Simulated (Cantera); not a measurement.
A jet of 1.60 % CH₄, 7.90 % O₂, 90.5 % N₂, equivalence ratio 0.41 at 300 K and 2100 Pa hits a platinum plate 9.8 cm away at a mass flux of 0.13 kg/m²/s; the plate temperature is set and raised in steps from an oxygen-covered start.

Detailed kinetics in Cantera: Deutschmann's 1995 Pt surface mechanism with GRI-Mech 3.0 gas chemistry. Catalytic surfaces can have several steady states; this one follows from the mechanism file's or the stated starting coverage.

x: mole fraction at the wall; θ: surface coverage.

```tsv
plate T (K)	wall x CH₄	wall x O₂	wall x H₂O	wall x OH	wall x CO	wall x CO₂	θ free Pt	θ O*
900	0.0124	0.0712	0.00685	2.73e-8	6.04e-6	0.00449	0.302	0.697
950	___	0.0678	___	___	___	___	___	___
1000	0.00924	0.0646	0.0126	2.53e-7	8.79e-6	0.00829	0.460	0.540
1050	0.00796	0.0619	0.0149	6.20e-7	1.04e-5	0.00984	0.535	0.464
1100	0.00693	0.0597	0.0168	1.37e-6	1.23e-5	0.0111	0.606	0.394
1150	___	0.0581	0.0183	___	___	0.0120	0.671	___
1200	0.00550	0.0568	0.0194	5.18e-6	1.81e-5	0.0128	0.729	0.271
1250	0.00503	0.0558	0.0202	9.06e-6	2.26e-5	0.0133	0.780	0.220
```

Problem. What belongs in the gaps?

Solution. 
- 950, wall x CH₄: 0.0107
- 950, wall x H₂O: 0.00983
- 950, wall x OH: 9.01e-8
- 950, wall x CO: 7.38e-6
- 950, wall x CO₂: 0.00646
- 950, θ free Pt: 0.382
- 950, θ O*: 0.618
- 1150, wall x CH₄: 0.00612
- 1150, wall x OH: 2.77e-6
- 1150, wall x CO: 1.48e-5
- 1150, θ O*: 0.329
